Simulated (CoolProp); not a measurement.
Vapour pressure (kPa) of CH3F (R41): the reference equation beside estimates from Tc = 44.1 °C, pc = 5906 kPa, ω = 0.200. Clausius-Clapeyron is anchored at -95.15 °C with a constant enthalpy of vaporisation of 17.35 kJ/mol.

Values from CoolProp's reference Helmholtz-energy equation of state, Lemmon 2006. It is a short technical equation, of lower accuracy than the large ones.

| T (°C) | reference | Clausius-Clapeyron | Soave-Redlich-Kwong |
|---|---|---|---|
| -109.35 | 12.70 | 13.17 | 11.35 |
| -104.65 | 18.40 | 18.79 | 16.69 |
| -99.85 | 26.25 | 26.48 | 24.13 |
| -95.15 | 36.39 | 36.39 | 33.86 |
| -90.45 | 49.52 | 49.21 | 46.58 |
| -85.65 | 66.61 | 65.92 | 63.30 |
| -80.95 | 87.64 | 86.55 | … |
| -76.25 | 113.6 | 112.2 | 109.9 |
| -71.45 | 146.1 | 144.3 | 142.4 |
| -66.75 | 184.5 | 182.7 | 181.1 |
| -62.05 | 230.5 | 228.8 | … |
| -57.25 | 286.0 | 285.1 | 284.0 |
| -52.55 | 349.9 | 350.3 | 349.2 |
| -47.85 | 424.2 | 426.7 | 425.3 |
| -43.05 | … | 517.7 | 515.4 |

Q: Some entries are withheld; supply them.

A: 
- -80.95, Soave-Redlich-Kwong: 84.04
- -62.05, Soave-Redlich-Kwong: 227.5
- -43.05, reference: 511.9

Absolute difference from the reference over all 15 rows, mean and median: Clausius-Clapeyron 1.1 and 1.0 %, Soave-Redlich-Kwong 4.0 and 3.3 %.
